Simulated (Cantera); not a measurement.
Input (Python, Cantera):

```python
import numpy as np
import cantera as ct

gas = ct.Solution("gri30.yaml")
gas.TPX = 1650, 100000, {'CH4': 1, 'O2': 0.952, 'N2': 3.58}
reactor = ct.IdealGasReactor(gas, energy="on", clone=False)
net = ct.ReactorNet([reactor])
net.rtol, net.atol = 1e-08, 1e-16
show = ['CH4', 'O2', 'HCN', 'CH2', 'H2', 'OH']
times = np.geomspace(5e-06, 0.4, 11)

steps = ct.SolutionArray(gas, extra=["t"])
rows = []
print(f"{'t/s':>10s}{'T/K':>9s}{'P/Pa':>11s}" + "".join(f"{s:>11s}" for s in show))
for t in times:
    while net.time < t:
        t_next = net.step()
        steps.append(gas.state, t=t_next)
    rows.append([np.interp(t, steps.t, y) for y in (steps.T, steps.P, *steps(*show).X.T)])
    print(f"{t:10.3e}{rows[-1][0]:9.1f}{rows[-1][1]:11.4g}" + "".join(f"{x:11.3e}" for x in rows[-1][2:]))
rate = np.gradient(steps.T, steps.t)
print("integrator steps:", len(steps.t))
if steps.T.max() > steps.T[0] + 200:
    print(f"time of steepest temperature rise: {steps.t[rate.argmax()]:.4e} s")
gas.TPX = 1650, 100000, {'CH4': 1, 'O2': 0.952, 'N2': 3.58}
gas.equilibrate("UV")
print(f"equilibrium (UV): T = {gas.T:.1f} K  " + "  ".join(f"{s} {gas[s].X[0]:.3e}" for s in show))
```

It prints:

```
       t/s      T/K       P/Pa        CH4         O2        HCN        CH2         H2         OH
 5.000e-06   1649.9      1e+05  1.808e-01  1.721e-01  2.781e-16  1.525e-11  3.847e-06  9.421e-08
 1.546e-05   1649.8  9.999e+04  1.807e-01  1.721e-01  3.088e-15  1.426e-10  1.336e-05  2.133e-07
 4.782e-05   1649.5  9.998e+04  1.805e-01  1.720e-01  4.250e-14  1.958e-09  6.055e-05  6.416e-07
 1.479e-04   1653.4  1.003e+05  1.782e-01  1.709e-01  1.190e-12  3.146e-08  6.411e-04  2.966e-06
 4.573e-04   2815.2  2.055e+05  1.085e-10  7.767e-05  8.079e-06  4.835e-11  1.709e-01  3.890e-03
 1.414e-03   2788.7   2.04e+05  2.675e-11  1.015e-04  2.536e-07  1.484e-11  1.696e-01  4.351e-03
 4.373e-03   2788.7   2.04e+05  2.674e-11  1.015e-04  2.523e-07  1.484e-11  1.696e-01  4.351e-03
 1.352e-02   2788.7   2.04e+05  2.674e-11  1.015e-04  2.523e-07  1.484e-11  1.696e-01  4.351e-03
 4.183e-02   2788.7   2.04e+05  2.674e-11  1.015e-04  2.523e-07  1.484e-11  1.696e-01  4.351e-03
 1.293e-01   2788.7   2.04e+05  2.674e-11  1.015e-04  2.523e-07  1.484e-11  1.696e-01  4.351e-03
 4.000e-01   2788.7   2.04e+05  2.674e-11  1.015e-04  2.523e-07  1.484e-11  1.696e-01  4.351e-03
integrator steps: 1737
time of steepest temperature rise: 3.6319e-04 s
equilibrium (UV): T = 2788.7 K  CH4 2.999e-11  O2 1.015e-04  HCN 2.523e-07  CH2 1.585e-11  H2 1.696e-01  OH 4.351e-03
```

Detailed kinetics in Cantera: GRI-Mech 3.0 (53 species, 325 reactions).
